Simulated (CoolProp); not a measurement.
Vapour-liquid equilibrium of CHF3 (R23) (1) + R143a (2) at -28.55 °C; x and y are mole fractions of (1).

Computed with CoolProp (multi-fluid Helmholtz-energy mixture model, Penoncello 2003 and Lemmon and Jacobsen 2000; pair parameters Bell 2016).

```tsv
x	bubble pressure, mixture model (kPa)	bubble pressure, Raoult's law (kPa)	y, mixture model	y, Raoult's law
0.05	259.9	269.2	0.158	0.197
0.15	332.1	352.2	0.398	0.451
0.25	412.0	435.2	0.563	0.608
0.35	496.4	518.2	0.679	0.714
0.45	582.6	601.3	0.763	0.792
0.55	668.9	684.3	0.826	0.850
0.65	754.4	767.3	0.875	0.896
0.75	839.3	850.3	0.916	0.933
0.85	924.6	933.4	0.951	0.963
0.95	1012	1016	0.984	0.989
```

The largest gap from Raoult's law is -5.7 % in bubble pressure, at x = 0.15. No azeotrope shows between x = 0.05 and 0.95.

The pair parameters rest on a limited set of measurements; away from them the model extrapolates.
